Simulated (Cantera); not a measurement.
Input: 1 mol acetone, 1.3 mol H2O, 97 mol H2, equilibrated at 1748 K.

Method: chemical equilibrium by Gibbs-energy minimisation in Cantera with the NASA 1993 tables (ideal gas, pure condensed phases). Candidate condensed phases: C, C6H6, C7H8, C8H18, H2O; 110 gas species. The feed counts by its element totals alone. The ideal-gas law is rough above about 30 bar. Kinetics and transport are ignored.

What share of the C ends up in condensed phases as a function of P (Pa), at 10, 46, 220, 1000, 4600, 22000, 100000, 460000, 2200000, 10000000?


| P (Pa) | C condensed (%) | as |
|---|---|---|
| 10 | 22.6 | C(graphite) |
| 46 | 22.6 | C(graphite) |
| 220 | 22.6 | C(graphite) |
| 1000 | 22.5 | C(graphite) |
| 4600 | 22.4 | C(graphite) |
| 22000 | 21.9 | C(graphite) |
| 100000 | 19.5 | C(graphite) |
| 460000 | 8.8 | C(graphite) |
| 2200000 | 0.0 | - |
| 10000000 | 0.0 | - |
